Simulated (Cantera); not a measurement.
**Adiabatic ignition**

An adiabatic, constant-volume homogeneous reactor starts with CH3OH : O2 : N2 = 1 : 0.938 : 6.66 (molar parts), equivalence ratio 1.6, at 1400 K and 195 Torr.

Cantera simulation using GRI-Mech 3.0 (53 species, 325 reactions); the numbers are that mechanism's predictions, not measurements. GRI-Mech 3.0 was tuned for natural gas; its chemistry of methanol as a main component is partial and can be far from experiment.

```json
[
 {"t (s)": "6.00e-6", "T (K)": "1400", "P (bar)": "0.260", "x CH3OH": "0.116", "x O2": "0.109", "x C2H6": "1.62e-12", "x N2O": "<1e-12", "x CH3": "4.92e-7", "x CO": "2.32e-7", "x CH2O": "1.57e-6"},
 {"t (s)": "1.95e-5", "T (K)": "1400", "P (bar)": "0.260", "x CH3OH": "0.116", "x O2": "0.109", "x C2H6": "4.77e-11", "x N2O": "1.34e-12", "x CH3": "1.44e-6", "x CO": "7.82e-7", "x CH2O": "6.43e-6"},
 {"t (s)": "6.36e-5", "T (K)": "1400", "P (bar)": "0.260", "x CH3OH": "0.116", "x O2": "0.109", "x C2H6": "1.01e-9", "x N2O": "1.67e-11", "x CH3": "3.36e-6", "x CO": "2.58e-6", "x CH2O": "2.42e-5"},
 {"t (s)": "0.000207", "T (K)": "1400", "P (bar)": "0.260", "x CH3OH": "0.116", "x O2": "0.109", "x C2H6": "9.14e-9", "x N2O": "2.00e-10", "x CH3": "4.29e-6", "x CO": "8.69e-6", "x CH2O": "9.86e-5"},
 {"t (s)": "0.000673", "T (K)": "1401", "P (bar)": "0.260", "x CH3OH": "0.116", "x O2": "0.109", "x C2H6": "2.71e-8", "x N2O": "2.16e-9", "x CH3": "2.81e-6", "x CO": "3.88e-5", "x CH2O": "0.000623"},
 {"t (s)": "0.00219", "T (K)": "2069", "P (bar)": "0.450", "x CH3OH": "<1e-12", "x O2": "0.00904", "x C2H6": "<1e-12", "x N2O": "1.85e-8", "x CH3": "3.42e-11", "x CO": "0.0796", "x CH2O": "3.56e-10"},
 {"t (s)": "0.00713", "T (K)": "2543", "P (bar)": "0.536", "x CH3OH": "<1e-12", "x O2": "0.000997", "x C2H6": "<1e-12", "x N2O": "4.92e-8", "x CH3": "<1e-12", "x CO": "0.0688", "x CH2O": "7.09e-10"},
 {"t (s)": "0.0232", "T (K)": "2541", "P (bar)": "0.535", "x CH3OH": "<1e-12", "x O2": "0.000922", "x C2H6": "<1e-12", "x N2O": "5.55e-8", "x CH3": "<1e-12", "x CO": "0.0690", "x CH2O": "7.20e-10"},
 {"t (s)": "0.0755", "T (K)": "2540", "P (bar)": "0.535", "x CH3OH": "<1e-12", "x O2": "0.000912", "x C2H6": "<1e-12", "x N2O": "5.73e-8", "x CH3": "<1e-12", "x CO": "0.0690", "x CH2O": "7.21e-10"},
 {"t (s)": "0.246", "T (K)": "2540", "P (bar)": "0.535", "x CH3OH": "<1e-12", "x O2": "0.000912", "x C2H6": "<1e-12", "x N2O": "5.73e-8", "x CH3": "<1e-12", "x CO": "0.0690", "x CH2O": "7.21e-10"},
 {"t (s)": "0.800", "T (K)": "2540", "P (bar)": "0.535", "x CH3OH": "<1e-12", "x O2": "0.000912", "x C2H6": "<1e-12", "x N2O": "5.73e-8", "x CH3": "<1e-12", "x CO": "0.0690", "x CH2O": "7.21e-10"}
]
```
x: mole fraction; the columns are a selection and need not sum to one.

| Quantity | Value |
|---|---|
| time of steepest temperature rise | 2.17 ms |
| temperature at 0.800 s | 2540 K |
| equilibrium temperature | 2540 K |
| x(CH3OH) at 0.800 s | <1e-12 (gas-phase equilibrium <1e-12) |
| x(O2) at 0.800 s | 0.000912 (gas-phase equilibrium 0.000912) |
| x(C2H6) at 0.800 s | <1e-12 (gas-phase equilibrium <1e-12) |
